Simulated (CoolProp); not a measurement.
Values from CoolProp's reference Helmholtz-energy equation of state, Lemmon 2005. It is a short technical equation, of lower accuracy than the large ones.

Q: For trans-2-butene, give the phase and the density (kg/m³), cp (kJ/(kg K)), cv (kJ/(kg K)), isothermal compressibility (1/MPa) at 115.55 °C and 21.5 MPa.

A: 
- 115.55 °C and 21.5 MPa: liquid; density 537, cp 2.58, cv 1.90, isothermal compressibility 0.00419
